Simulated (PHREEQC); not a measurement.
Model water analysis in mg/kgw, 55 °C, pH 7.2, pe -1.9:

| constituent | mg/kgw |
|---|---|
| Na | 1490 |
| K | 45.4 |
| Ca | 51.6 |
| Mg | 212 |
| Cl | 1960 |
| S(6) as SO4 | 1650 |
| Alkalinity as HCO3 | 29.7 |
| Si as SiO2 | 48.9 |

Valence states are taken as typed.

Model: ion-association model, wateq4f.dat, run in PHREEQC.

Problem. The ionic strength comes out as 0.0957 mol/kgw. What activity coefficients do CO3-2, KSO4-, MgOH+, H3SiO4-, Mg+2 get?

Solution. CO3-2 0.37, KSO4- 0.78, MgOH+ 0.79, H3SiO4- 0.76, Mg+2 0.39.

This is a speciation only: nothing precipitates in the calculation. The solution is supersaturated, for example in Quartz (slow to form), Chalcedony (slow to form), so a real one may precipitate; this is no full list. Complexes and solids missing from the database can't appear. Constants without temperature data keep their 25 °C values here.
